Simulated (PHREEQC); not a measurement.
Make-up at 25 °C: 0.0054 mol/kgw CuCl2, 0.0002 mol/kgw HBF4 and 3.1e-05 mol/kgw Na2SO4. Closed to the air; pH follows from the charge balance.

Equilibrium calculation in PHREEQC: ion-association model, wateq4f.dat.

- pH = 3.34
- ionic strength = 0.0165 mol/kgw
- total alkalinity = -0.800 meq/kg

```
species  molality  activity   log γ
-------  --------  --------  ------
Cl-        0.0107   0.00939  -0.057
Cu+2      0.00527   0.00326  -0.209
H+       0.000510  0.000457  -0.048
F-       0.000480  0.000421  -0.057
HF       0.000287  0.000288   0.002
H3BO3    0.000199  0.000200   0.002
CuCl+     9.36e-5   8.23e-5  -0.056
Na+       6.20e-5   5.46e-5  -0.055
CuF+      2.83e-5   2.49e-5  -0.056
SO4-2     2.16e-5   1.31e-5  -0.217
CuSO4     8.69e-6   8.72e-6   0.002
```

No solid was allowed to form. Real BF4- forms and hydrolyses slowly; the run takes it at equilibrium.
